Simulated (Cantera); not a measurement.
Premixed flame

A freely propagating, adiabatic, planar premixed flame of 7.09 % C₂H₆, 19.1 % O₂, 62.9 % N₂, 9.21 % H₂O, 1.70 % H₂, unburnt at 525 K and 100000 Pa; mixture-averaged transport, grid criteria slope 0.08 and curve 0.16, no radiation.

Model: GRI-Mech 3.0 (53 species, 325 reactions), integrated in Cantera. Burning velocities carry a grid error of a few per cent, more on coarse grids.

```csv
z (mm),T (K),u (m/s),x C₂H₆,x O₂,x H₂O,x H₂,x CH₂O,x CH₃
-1.07,525,0.891,0.0707,0.190,0.0920,0.0191,1.57e-7,<1e-8
-0.716,528,0.897,0.0705,0.189,0.0920,0.0224,2.23e-6,<1e-8
-0.537,539,0.921,0.0700,0.188,0.0929,0.0267,1.79e-5,1.05e-8
-0.358,615,1.06,0.0676,0.180,0.100,0.0349,0.000200,5.35e-7
-0.179,1034,1.85,0.0470,0.139,0.139,0.0479,0.00179,0.000320
-0.0895,1431,2.63,0.0197,0.0950,0.175,0.0545,0.00198,0.00263
0,1793,3.37,0.00142,0.0472,0.210,0.0568,0.000708,0.00345
0.0895,1976,3.73,9.58e-6,0.0184,0.228,0.0537,0.000166,0.000945
0.179,2038,3.84,5.36e-8,0.00711,0.234,0.0516,3.22e-5,0.000170
0.358,2071,3.88,<1e-8,0.00207,0.234,0.0519,8.78e-7,4.40e-6
0.716,2098,3.92,<1e-8,0.00113,0.233,0.0532,<1e-8,1.57e-8
1.43,2128,3.97,<1e-8,0.000705,0.235,0.0534,<1e-8,<1e-8
2.86,2157,4.02,<1e-8,0.000363,0.238,0.0533,<1e-8,<1e-8
```
x: mole fraction of selected species; z is measured from the peak of heat release.

| Item | Result |
|---|---|
| laminar burning velocity | 88.8 cm/s |
| thermal thickness | 0.358 mm |
| peak x(CH₂O) | 0.00218 |
| peak x(CH₃) | 0.00406 |
| grid points | 151 |
